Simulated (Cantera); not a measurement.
A closed system holds: 1 mol MgO, 6.9 mol Cl₂, 30 mol N₂, at 1.90 Pa.

Cantera equilibrium calculation (NASA polynomials, part measured and part estimated; ideal gas, pure solids and liquids). Candidate condensed phases: Mg, MgCl₂, MgO; 18 gas species. The numbers say what is thermodynamically allowed, not how fast it happens.

x: gas mole fraction; nothing condenses.

```tsv
T (°C)	x N₂	x Cl	x Cl₂	x MgCl₂	x O₂	x O	x NO
900	0.728	0.184	0.0513	0.0243	0.0121	…	3.66e-5
950	0.712	0.226	0.0271	0.0237	0.0118	…	5.24e-5
1000	0.702	0.251	0.0127	0.0234	0.0117	…	7.35e-5
1050	0.697	0.263	0.00569	0.0232	0.0116	…	0.000101
1100	0.695	0.268	0.00258	0.0232	0.0115	…	0.000136
1150	0.694	0.270	0.00121	0.0231	0.0115	…	0.000180
1200	0.693	0.271	0.000594	0.0231	0.0114	…	0.000234
1250	0.693	0.272	0.000304	0.0231	0.0113	…	0.000298
1300	0.693	0.272	0.000161	0.0231	0.0112	…	0.000373
1350	0.693	0.272	8.92e-5	0.0231	0.0111	…	0.000460
1400	0.692	0.272	5.10e-5	0.0230	0.0109	…	0.000557
1450	0.692	0.272	3.01e-5	0.0229	0.0105	…	0.000664
1500	0.691	0.273	1.84e-5	0.0224	0.0101	…	0.000776
```

Fill in the missing entries.


- 900, x O: 3.53e-7
- 950, x O: 1.01e-6
- 1000, x O: 2.66e-6
- 1050, x O: 6.56e-6
- 1100, x O: 1.52e-5
- 1150, x O: 3.31e-5
- 1200, x O: 6.84e-5
- 1250, x O: 0.000135
- 1300, x O: 0.000254
- 1350, x O: 0.000459
- 1400, x O: 0.000799
- 1450, x O: 0.00134
- 1500, x O: 0.00216
